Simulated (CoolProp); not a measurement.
Propylene at 298.15 K and 9.28 MPa flows at 2.4 m/s in a round tube of 10 mm bore and 0.25 µm roughness, fully developed (64/Re and Nu = 3.66 if laminar; Colebrook and Gnielinski if turbulent). Each further row changes one setting.

Model: reference Helmholtz-energy equation of state, Lemmon 2013, in CoolProp.

| case | Reynolds number | Darcy friction factor | pressure drop (Pa/m) | heat-transfer coefficient (W/(m² K)) | mass flow (kg/h) |
|---|---|---|---|---|---|
| as stated | 117000 | 0.0176 | 2670 | 4800 | 359 |
| velocity 4.8 m/s | 235000 | (withheld) | 9370 | (withheld) | 718 |
| diameter 20 mm | 235000 | (withheld) | (withheld) | 4280 | 1440 |

Problem. What belongs in the gaps?

Solution. 
- velocity 4.8 m/s, Darcy friction factor: 0.0154
- velocity 4.8 m/s, heat-transfer coefficient (W/(m² K)): 8610
- diameter 20 mm, Darcy friction factor: 0.0153
- diameter 20 mm, pressure drop (Pa/m): 1160

Viscosity comes from a separate model (Huber 2003), an estimate that may be off by 10 % or more. Thermal conductivity comes from a separate model (Huber 2003), an estimate that may be off by 10 % or more.
